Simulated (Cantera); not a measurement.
An adiabatic, constant-pressure homogeneous reactor starts with CH4 : CO : O2 : N2 : H2O = 1 : 1.2 : 5.42 : 20.4 : 8.3 (molar parts), equivalence ratio 0.48, at 1500 K and 9.47 atm. Integrator tolerance rtol = 1e-08.

Detailed kinetics in Cantera: GRI-Mech 3.0 (53 species, 325 reactions).

What does this change do: H2O 8.3 to 12 parts?


| quantity | before | after |
|---|---|---|
| time of steepest temperature rise | 0.174 ms | 0.186 ms |
| temperature at 2.00 s | 2229 K | 2155 K |
| equilibrium temperature | 2229 K | 2155 K |
| x(CH4) at 2.00 s | <1e-12 (gas-phase equilibrium <1e-12) | <1e-12 (gas-phase equilibrium <1e-12) |
| x(CO) at 2.00 s | 0.000530 (gas-phase equilibrium 0.000530) | 0.000303 (gas-phase equilibrium 0.000303) |
| x(O2) at 2.00 s | 0.0747 (gas-phase equilibrium 0.0747) | 0.0682 (gas-phase equilibrium 0.0682) |
| x(CH3) at 2.00 s | <1e-12 (gas-phase equilibrium <1e-12) | <1e-12 (gas-phase equilibrium <1e-12) |
| x(H2) at 2.00 s | 0.000462 (gas-phase equilibrium 0.000462) | 0.000376 (gas-phase equilibrium 0.000376) |
| x(HCN) at 2.00 s | <1e-12 (gas-phase equilibrium <1e-12) | <1e-12 (gas-phase equilibrium <1e-12) |
| x(NO) at 2.00 s | 0.00684 (gas-phase equilibrium 0.00684) | 0.00526 (gas-phase equilibrium 0.00526) |
